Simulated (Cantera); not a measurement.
Al(CH₃)₃ + H₂O + N₂ (aluminium nitride and oxide growth)

Charge: 1 mol Al(CH₃)₃, a varied amount of H₂O, 10 mol N₂, equilibrated at 973 K and 0.00133 bar.

Method: chemical equilibrium by Gibbs-energy minimisation in Cantera with the NASA 1993 tables (ideal gas, pure condensed phases). Candidate condensed phases: Al, AlN, Al₂O₃, C, C₆H₆, C₇H₈, C₈H₁₈, H₂O; 148 gas species. The feed counts by its element totals alone. Equilibrium is a limit: real reactors are often held back by kinetics, nucleation or transport.

From 0.38 mol H₂O to 1.1 mol H₂O the condensed part is AlN(s) + Al₂O₃(s) + C(graphite). From 2 mol H₂O to 3.4 mol H₂O the condensed part is Al₂O₃(s) + C(graphite). From 5.8 mol H₂O to 17 mol H₂O the condensed part is Al₂O₃(s).

| n(H₂O) (mol) | x N₂ | x H₂ | x H₂O | x CO | x CO₂ | n AlN(s) | n Al₂O₃(s) | n C(graphite) |
|---|---|---|---|---|---|---|---|---|
| 0.38 | 0.664 | 0.336 | 1.26e-8 | 4.52e-5 | 2.73e-12 | 0.747 | 0.126 | 3.00 |
| 0.65 | 0.654 | 0.346 | 1.29e-8 | 4.50e-5 | 2.71e-12 | 0.567 | 0.216 | 3.00 |
| 1.1 | 0.638 | 0.362 | 1.34e-8 | 4.46e-5 | 2.66e-12 | 0.267 | 0.366 | 3.00 |
| 2 | 0.588 | 0.382 | 9.32e-6 | 0.0294 | 1.16e-6 | 0 | 0.500 | 2.50 |
| 3.4 | 0.505 | 0.399 | 3.17e-5 | 0.0959 | 1.23e-5 | 0 | 0.500 | 1.10 |
| 5.8 | 0.429 | 0.403 | 0.0386 | 0.112 | 0.0172 | 0 | 0.500 | 0 |
| 10 | 0.364 | 0.371 | 0.156 | 0.0650 | 0.0441 | 0 | 0.500 | 0 |
| 17 | 0.290 | 0.314 | 0.309 | 0.0336 | 0.0533 | 0 | 0.500 | 0 |
x: gas mole fraction; n: condensed amount in mol.
